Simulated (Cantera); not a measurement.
A closed system holds: 1 mol CuF₂, 4.1 mol H₂O, 0.48 mol N₂, equilibrated at 1200 °C and 4.80 mbar.

These are equilibrium values from Cantera (NASA tables, ideal gas, pure condensed phases), not measurements of a reactor. Candidate condensed phases: Cu, CuF₂, CuO, Cu(OH)₂, Cu₂O, H₂O; 45 gas species. Equilibrium is a limit: real reactors are often held back by kinetics, nucleation or transport.

Base state: H₂O 0.532, HF 0.337, N₂ 0.0820, O₂ 0.0428, CuF 0.00455, Cu 0.000785, OH 0.000363, NO 0.000156 (mole fractions); condensed: Cu₂O(s).

Problem. What changes in the equilibrium state with this change: H₂O from 4.1 to 0.54 mol?

Solution. 
| species | before | after |
|---|---|---|
| HF | 0.337 | 0.399 |
| CuF | 0.00455 | 0.324 |
| N₂ | 0.0820 | 0.177 |
| H₂O | 0.532 | 0.000146 |
| O₂ | 0.0428 | 0.0904 |
| CuF₂ | 1.30e-6 | 0.00794 |
| H₂ | 4.87e-5 | 9.22e-9 |
| Cu₂O(s), mol | 0.484 | 0.0495 |
